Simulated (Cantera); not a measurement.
Input: 1 mol SiF4, 0.056 mol C3H8, 890 mol H2, held at 1023 K and 1.00 bar.

Method: chemical equilibrium by Gibbs-energy minimisation in Cantera with the NASA 1993 tables (ideal gas, pure condensed phases). Candidate condensed phases: C, C6H6, C7H8, C8H18, Si, SiC; 113 gas species. Kinetics and transport are ignored.

Base state: H2 0.999, SiF4 0.00106, CH4 0.000189, HF 5.94e-5, SiHF3 5.58e-5 (mole fractions); condensed: gas only.

**Question.** What changes in the equilibrium state with this change: temperature from 1023 K to 1498 K?

**Answer.** 
| species | before | after |
|---|---|---|
| H2 | 0.999 | 0.998 |
| HF | 5.94e-5 | 0.000895 |
| SiF4 | 0.00106 | 0.000507 |
| SiF2 | <1e-9 | 3.58e-5 |
| H | 4.14e-9 | 1.72e-5 |
| SiF3 | 4.77e-7 | 0.000178 |
| SiH2F2 | 1.54e-6 | 6.73e-5 |
| SiHF3 | 5.58e-5 | 0.000274 |
| SiC(s), mol | 0 | 0.0493 |
The tables' values for SiF3, SiF2 are old estimates; treat these amounts as uncertain.
